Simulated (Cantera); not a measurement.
Equilibrium for fluorocarbon and chlorocarbon gases: CHF3 + HCl + H2

Charge: 1 mol CHF3, 0.68 mol HCl, 2.8 mol H2, at 0.133 bar.

These are equilibrium values from Cantera (NASA tables, ideal gas, pure condensed phases), not measurements of a reactor. Candidate condensed phases: C, C6H6, C7H8, C8H18; 118 gas species. Equilibrium is a limit: real reactors are often held back by kinetics, nucleation or transport.

From 2473 K to 2923 K the condensed part is C(graphite). The main C-bearing gas is C2H2 (acetylene) throughout. The share of C in condensed phases is highest at 2473 K (96.6 %) and lowest at 2923 K (82.1 %).

| T (K) | x HF | x H2 | x H | x HCl | x Cl | x C2H2 (acetylene) | x F | x C2H | n C(graphite) |
|---|---|---|---|---|---|---|---|---|---|
| 2473 | 0.536 | 0.306 | 0.0338 | 0.113 | 0.00881 | 0.00295 | 0.000115 | 2.21e-5 | 0.966 |
| 2523 | 0.533 | 0.301 | 0.0417 | 0.110 | 0.0108 | 0.00358 | 0.000164 | 3.75e-5 | 0.958 |
| 2573 | 0.530 | 0.295 | 0.0511 | 0.107 | 0.0130 | 0.00430 | 0.000231 | 6.21e-5 | 0.949 |
| 2623 | 0.526 | 0.288 | 0.0618 | 0.104 | 0.0156 | 0.00509 | 0.000321 | 0.000101 | 0.939 |
| 2673 | 0.521 | 0.279 | 0.0742 | 0.0998 | 0.0185 | 0.00597 | 0.000441 | 0.000160 | 0.927 |
| 2723 | 0.516 | 0.270 | 0.0882 | 0.0955 | 0.0216 | 0.00692 | 0.000600 | 0.000250 | 0.912 |
| 2773 | 0.511 | 0.260 | 0.104 | 0.0908 | 0.0251 | 0.00791 | 0.000809 | 0.000381 | 0.896 |
| 2823 | 0.505 | 0.248 | 0.121 | 0.0858 | 0.0288 | 0.00895 | 0.00108 | 0.000571 | 0.876 |
| 2873 | 0.498 | 0.236 | 0.140 | 0.0804 | 0.0327 | 0.00999 | 0.00143 | 0.000840 | 0.852 |
| 2923 | 0.490 | 0.223 | 0.160 | 0.0747 | 0.0368 | 0.0110 | 0.00189 | 0.00121 | 0.821 |
x: gas mole fraction; n: condensed amount in mol.
